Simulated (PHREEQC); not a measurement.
A solution holds 4.1 mmol/kgw Li2SO4, at 20 °C. It is in equilibrium with CO2 at log p = -3.4 (atm). Otherwise closed; pH follows from the charge balance.

Equilibrium calculation in PHREEQC: Pitzer model, pitzer.dat.

### Question
The ionic strength comes out as 0.0123 mol/kgw. What activity coefficients do Li+, HCO3-, H+, SO4-2 get?

### Answer
Li+ 0.89, HCO3- 0.89, H+ 0.88, SO4-2 0.64. Single-ion values are on the MacInnes scale.

Precipitation was switched off in this run. Species that the database lacks are ignored.
